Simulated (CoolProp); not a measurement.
CH2F2 (R32) at 293.15 K and 2.27 MPa is throttled through a valve to 0.767 MPa with no heat exchange. Each further row changes one setting.

Computed with CoolProp (reference Helmholtz-energy equation of state, Tillner-Roth 1997).

```
case                       temperature change (K)                       final phase  final density (kg/m³)
-------------------------  ----------------------  --------------------------------  ---------------------
as stated                                   -21.8                        (withheld)             (withheld)
outlet pressure 0.23 MPa               (withheld)  two-phase, vapour fraction 0.258             (withheld)
outlet pressure 0.997 MPa              (withheld)                        (withheld)             (withheld)
```

Q: Some entries are withheld; supply them.

A: 
- as stated, final phase: two-phase, vapour fraction 0.123
- as stated, final density (kg/m³): 149
- outlet pressure 0.23 MPa, temperature change (K): -54.1
- outlet pressure 0.23 MPa, final density (kg/m³): 24.8
- outlet pressure 0.997 MPa, temperature change (K): -13.5
- outlet pressure 0.997 MPa, final phase: two-phase, vapour fraction 0.080
- outlet pressure 0.997 MPa, final density (kg/m³): 260
